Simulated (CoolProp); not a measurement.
Properties of R410A along the isotherm 500 K (Tc = 344.5 K, pc = 4901 kPa, ω = 0.296).

The numbers come from the reference Helmholtz-energy equation of state, Lemmon 2003 in CoolProp. It is a pseudo-pure fit of the blend.

```
p (kPa)          phase  cp (kJ/(kg K))  cv (kJ/(kg K))  isothermal compressibility (1/MPa)  viscosity (µPa s)
-------  -------------  --------------  --------------  ----------------------------------  -----------------
155                gas               …          0.9819                               6.470               21.3
250                gas           1.101          0.9825                               4.019               21.3
405                gas           1.104          0.9835                               2.488               21.3
654                gas           1.109          0.9851                               1.548               21.3
1060               gas           1.117          0.9877                              0.9620               21.4
1710               gas           1.132          0.9918                                   …               21.6
2760               gas           1.156          0.9986                              0.3807               21.9
4450               gas           1.197           1.009                              0.2428               22.5
7190     supercritical           1.273               …                              0.1560               24.0
11600    supercritical           1.404           1.050                             0.09843               28.1
18800    supercritical           1.554           1.074                             0.05260               38.6
30300    supercritical           1.574           1.087                             0.02209               55.3
49000    supercritical           1.502           1.097                            0.008669                  …
```

What belongs in the gaps?


- 155, cp (kJ/(kg K)): 1.099
- 1710, isothermal compressibility (1/MPa): 0.6033
- 7190, cv (kJ/(kg K)): 1.026
- 49000, viscosity (µPa s): 74.6

Viscosity comes from a separate model (Geller 2000).
